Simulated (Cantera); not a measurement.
An adiabatic, constant-pressure homogeneous reactor starts with 12.5 % H2, 18.4 % O2, 69.1 % N2, equivalence ratio 0.34, at 1200 K and 750 Torr.

Model: the H2/O2 subset of GRI-Mech 3.0, which has no nitrogen chemistry, integrated in Cantera.

x: mole fraction; the columns are a selection and need not sum to one.

```csv
t (s),T (K),x H2,x O2,x H2O2,x OH,x O
4.00e-6,1200,0.125,0.184,1.05e-11,1.37e-9,2.36e-9
1.37e-5,1200,0.125,0.184,2.28e-10,4.56e-8,8.20e-8
4.68e-5,1247,0.0985,0.171,2.81e-6,0.00232,0.00360
0.000160,1982,…,0.125,…,…,…
0.000548,2067,…,0.128,1.16e-7,…,…
0.00187,2077,0.000187,0.128,1.12e-7,0.00299,0.000427
0.00641,2077,0.000186,0.128,1.12e-7,0.00299,0.000425
0.0219,2077,0.000186,0.128,1.12e-7,0.00299,0.000425
0.0750,2077,0.000186,0.128,1.12e-7,0.00299,0.000425
0.256,2077,0.000186,0.128,1.12e-7,0.00299,0.000425
0.877,2077,0.000186,0.128,1.12e-7,0.00299,0.000425
3.00,2077,0.000186,0.128,1.12e-7,0.00299,0.000425
```

Task: Fill in the missing entries.

Result: 
- 0.000160, x H2: 0.00243
- 0.000160, x H2O2: 2.75e-7
- 0.000160, x OH: 0.00951
- 0.000160, x O: 0.00559
- 0.000548, x H2: 0.000368
- 0.000548, x OH: 0.00413
- 0.000548, x O: 0.000837
